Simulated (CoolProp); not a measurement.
A simple Rankine cycle with water: condensing at 323.15 K, boiler at 1.95 MPa, turbine inlet 634.2 K, turbine efficiency 0.75, pump efficiency 0.6, no recuperator. Each further row changes one setting.

Computed with CoolProp (reference Helmholtz-energy equation of state, Wagner 2002).

```json
[
 {"case": "as stated", "thermal efficiency (%)": "23.2", "net work (kJ/kg)": "684", "heat in (kJ/kg)": "2950", "turbine exit temperature (K)": "323.2", "volume ratio over the turbine": "78.8"},
 {"case": "turbine inlet 654.2 K", "thermal efficiency (%)": "23.4", "net work (kJ/kg)": "700", "heat in (kJ/kg)": "2990", "turbine exit temperature (K)": "323.2", "volume ratio over the turbine": "77.1"},
 {"case": "condensing temperature 315.15 K", "thermal efficiency (%)": "24.2", "net work (kJ/kg)": "722", "heat in (kJ/kg)": "2980", "turbine exit temperature (K)": "315.1", "volume ratio over the turbine": "115"},
 {"case": "boiler pressure 1.36 MPa", "thermal efficiency (%)": "21.9", "net work (kJ/kg)": "650", "heat in (kJ/kg)": "2960", "turbine exit temperature (K)": "323.2", "volume ratio over the turbine": "55.5"},
 {"case": "turbine efficiency 0.65", "thermal efficiency (%)": "20.1", "net work (kJ/kg)": "592", "heat in (kJ/kg)": "2950", "turbine exit temperature (K)": "323.2", "volume ratio over the turbine": "82.0"}
]
```

The expansion ends wet for: as stated; turbine inlet 654.2 K; condensing temperature 315.15 K; boiler pressure 1.36 MPa; turbine efficiency 0.65.
